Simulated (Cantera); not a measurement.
## Ignition delay

Mixture: CH₄ : CO : O₂ : N₂ : C₂H₆ = 1 : 0.075 : 3.77 : 16.2 : 0.039 (molar parts), equivalence ratio 0.58, at 0.680 bar, adiabatic and at constant volume. Ignition delay is the time to a rise of 400 K.

Model: GRI-Mech 3.0 (53 species, 325 reactions), integrated in Cantera.

```csv
T0 (K),delay (ms)
1075,113
1150,38.2
1225,13.6
1300,5.09
1375,2.03
1450,0.885
1525,0.428
1600,0.231
1675,0.137
1750,0.0890
```

The apparent activation energy between 1600 and 1750 K is 150 kJ/mol.
